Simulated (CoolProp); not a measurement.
A closed Brayton cycle with dry air: compressor inlet 307.15 K and 2.6 MPa, high pressure 7.58 MPa, turbine inlet 945 K, compressor efficiency 0.89, turbine efficiency 0.93, recuperator effectiveness 0 (on enthalpy, no pinch check). Each further row changes one setting.

The numbers come from the reference Helmholtz-energy equation of state, Lemmon 2000 in CoolProp. It is a pseudo-pure fit of the blend.

| case | thermal efficiency (%) | net work (kJ/kg) | compressor to turbine work | compressor exit (K) | turbine exit (K) |
|---|---|---|---|---|---|
| as stated | 20.4 | 115 | 0.52 | 431.5 | 731.6 |
| turbine inlet 895 K | 20.2 | 102 | 0.55 | 431.5 | 691.2 |
| compressor inlet 317.15 K | 20.2 | 110 | 0.54 | 445.3 | 731.6 |
| high pressure 6.44 MPa | 17.8 | 104 | 0.50 | 410.1 | 761.0 |
| recuperator effectiveness 0.5 | 28.5 | 115 | 0.52 | 431.5 | 731.6 |
